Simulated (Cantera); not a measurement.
Input: 1 mol CH3SiCl3, a varied amount of H2, held at 2473.15 K and 45000 Pa.

Method: chemical equilibrium by Gibbs-energy minimisation in Cantera with the NASA 1993 tables (ideal gas, pure condensed phases). Candidate condensed phases: C, C6H6, C7H8, C8H18, Si, SiC; 109 gas species. The feed counts by its element totals alone. The tables' values for SiCl are old estimates; treat these amounts as uncertain. Gases not in the tables: Si2H6 and higher silanes. Rates play no part.

### Question
At 380 mol H2, list the 5 most abundant gas species with their mole fractions, and the condensed phases.

### Answer
H2 0.956, H 0.0325, HCl 0.00743, Si 0.00177, C2H2 (acetylene) 0.00116. Condensed: gas only.
